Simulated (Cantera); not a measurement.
**Low-pressure radical oxidation in H2/O2**

An isothermal, constant-pressure homogeneous reactor starts with H₂ : O₂ : N₂ = 0.067 : 1 : 0.22 (molar parts), equivalence ratio 0.034, at 1050 K and 3.23 Torr.

Cantera simulation using the H2/O2 subset of GRI-Mech 3.0, which has no nitrogen chemistry; the numbers are that mechanism's predictions, not measurements. Radical loss at walls, strong at low pressure, is not modelled. The temperature is held fixed by assumption; the heat of reaction is taken as removed at once.

```json
[
 {"t (s)": "0.000200", "x H₂": "0.0521", "x O₂": "0.777", "x OH": "1.80e-11", "x O": "2.10e-11", "x H": "7.71e-11", "x H₂O": "5.06e-12"},
 {"t (s)": "0.000763", "x H₂": "0.0521", "x O₂": "0.777", "x OH": "1.58e-10", "x O": "2.45e-10", "x H": "2.89e-10", "x H₂O": "1.80e-10"},
 {"t (s)": "0.00291", "x H₂": "0.0521", "x O₂": "0.777", "x OH": "3.40e-9", "x O": "6.57e-9", "x H": "4.70e-9", "x H₂O": "9.94e-9"},
 {"t (s)": "0.0111", "x H₂": "0.0518", "x O₂": "0.777", "x OH": "5.23e-5", "x O": "0.000103", "x H": "7.18e-5", "x H₂O": "0.000175"},
 {"t (s)": "0.0424", "x H₂": "0.000973", "x O₂": "0.744", "x OH": "0.00189", "x O": "0.0258", "x H": "0.0111", "x H₂O": "0.0448"},
 {"t (s)": "0.162", "x H₂": "0.000576", "x O₂": "0.756", "x OH": "0.00146", "x O": "0.0148", "x H": "0.00481", "x H₂O": "0.0491"},
 {"t (s)": "0.618", "x H₂": "0.000126", "x O₂": "0.768", "x OH": "0.000678", "x O": "0.00312", "x H": "0.000465", "x H₂O": "0.0526"},
 {"t (s)": "2.36", "x H₂": "1.04e-5", "x O₂": "0.771", "x OH": "0.000196", "x O": "0.000261", "x H": "1.12e-5", "x H₂O": "0.0533"},
 {"t (s)": "9.00", "x H₂": "8.69e-7", "x O₂": "0.771", "x OH": "5.74e-5", "x O": "2.22e-5", "x H": "2.79e-7", "x H₂O": "0.0534"}
]
```
x: mole fraction; the columns are a selection and need not sum to one.

Equilibrium at this temperature and pressure: H₂ 3.38e-10, O₂ 0.771, OH 1.16e-6, O 9.01e-9, H 2.29e-12, H₂O 0.0534 (gas phase only).
